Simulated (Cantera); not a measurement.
Input: 1 mol MgO, 0.13 mol HI, 0.012 mol O2, held at 752 °C and 63000 Pa.

Method: chemical equilibrium by Gibbs-energy minimisation in Cantera with the NASA 1993 tables (ideal gas, pure condensed phases). Candidate condensed phases: H2O, I2, Mg, MgI2, MgO, Mg(OH)2; 20 gas species. The numbers say what is thermodynamically allowed, not how fast it happens.

Base state: HI 0.523, I2 0.208, H2O 0.181, H2 0.0473, I 0.0400, MgI2 9.27e-5 (mole fractions); condensed: MgO(s).

### Question
What changes in the equilibrium state with this change: temperature from 752 °C to 1127 °C?

### Answer
```csv
species,before,after
HI,0.523,0.365
I,0.0400,0.298
H2O,0.181,0.161
I2,0.208,0.0901
H2,0.0473,0.0821
MgI2,9.27e-5,0.00371
"MgO(s), mol",1.000,0.999
```
